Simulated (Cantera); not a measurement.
Input (Python, Cantera):

```python
import numpy as np
import cantera as ct

gas = ct.Solution("gri30.yaml")
gas.TPX = 750, 101325, {'CH4': 1, 'C2H6': 0.79, 'C3H8': 0.057, 'O2': 7.89, 'N2': 29.7}
inlet = ct.Reservoir(gas, clone=True)
gas.equilibrate("HP")  # start burning
reactor = ct.IdealGasConstPressureReactor(gas, energy="on", clone=False)
exhaust = ct.Reservoir(gas, clone=True)
tau = [0.2, 0.091, 0.041, 0.018, 0.0081, 0.0036, 0.0016, 0.00072, 0.00032, 0.00014, 6.4e-05][0]
for a, b in ((inlet, reactor), (reactor, exhaust)):
    ct.MassFlowController(a, b, mdot=lambda t: reactor.mass / tau)
net = ct.ReactorNet([reactor])
show = ['CH4', 'C2H6', 'C3H8', 'HO2', 'NO2', 'CH3']

rows = []
print(f"{'tau/s':>10s}{'T/K':>9s}" + "".join(f"{s:>11s}" for s in show))
for tau in [0.2, 0.091, 0.041, 0.018, 0.0081, 0.0036, 0.0016, 0.00072, 0.00032, 0.00014, 6.4e-05]:
    net.initial_time = 0.0
    net.advance(30 * tau)
    before = gas.X
    net.advance(40 * tau)
    drift = np.max(np.abs(gas.X - before) / (gas.X + 1e-9))
    rows.append([gas.T, *gas[show].X, drift])
    print(f"{tau:10.3e}{gas.T:9.1f}" + "".join(f"{x:11.3e}" for x in gas[show].X))
```

Result:

```
     tau/s      T/K        CH4       C2H6       C3H8        HO2        NO2        CH3
 2.000e-01   2094.7  7.465e-07  8.605e-08  6.612e-09  1.984e-06  8.698e-07  4.417e-07
 9.100e-02   2092.4  1.472e-06  1.797e-07  1.377e-08  2.057e-06  5.003e-07  8.565e-07
 4.100e-02   2086.7  2.748e-06  3.665e-07  2.790e-08  2.220e-06  2.930e-07  1.549e-06
 1.800e-02   2075.4  4.926e-06  7.333e-07  5.502e-08  2.609e-06  1.718e-07  2.639e-06
 8.100e-03   2057.6  8.424e-06  1.388e-06  1.017e-07  3.380e-06  9.924e-08  4.264e-06
 3.600e-03   2031.0  1.458e-05  2.604e-06  1.848e-07  4.781e-06  5.397e-08  6.989e-06
 1.600e-03   1994.6  2.595e-05  4.891e-06  3.348e-07  7.071e-06  2.874e-08  1.183e-05
 7.200e-04   1948.2  4.800e-05  9.311e-06  6.159e-07  1.056e-05  1.597e-08  2.072e-05
 3.200e-04   1890.3  9.665e-05  1.892e-05  1.216e-06  1.604e-05  9.270e-09  3.883e-05
 1.400e-04   1818.7  2.260e-04  4.399e-05  2.773e-06  2.610e-05  5.352e-09  8.226e-05
 6.400e-05   1724.6  7.091e-04  1.367e-04  8.593e-06  5.519e-05  2.988e-09  2.278e-04
```

Computed with Cantera and GRI-Mech 3.0 (53 species, 325 reactions).
